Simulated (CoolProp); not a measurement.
Aqueous potassium carbonate as a coolant, 29 % by mass, freezing at -17.3 °C, 1 atm.

Computed with CoolProp (Melinder's fits for secondary coolants).

```tsv
T (°C)	Prandtl number	viscosity (mPa s)	conductivity (W/(m K))	cp (kJ/(kg K))
-0.3	22.4	4.07	0.537	?
2.4	20.6	3.76	0.541	2.961
5.1	19.0	3.49	0.546	2.966
7.7	17.6	3.26	0.550	2.970
10.4	16.3	3.04	0.554	2.974
13.1	15.2	2.85	0.559	?
15.8	14.2	2.68	0.563	2.983
18.5	13.2	2.52	0.568	2.987
21.1	12.4	2.38	0.572	2.991
23.8	11.7	2.25	0.576	2.996
26.5	?	2.13	0.581	3.000
29.2	10.3	2.01	0.585	3.005
31.9	9.75	1.91	0.590	?
34.5	9.21	1.81	0.594	3.014
```

Question: Fill in the missing entries.

Answer: 
- -0.3, cp (kJ/(kg K)): 2.957
- 13.1, cp (kJ/(kg K)): 2.978
- 26.5, Prandtl number: 11.0
- 31.9, cp (kJ/(kg K)): 3.009
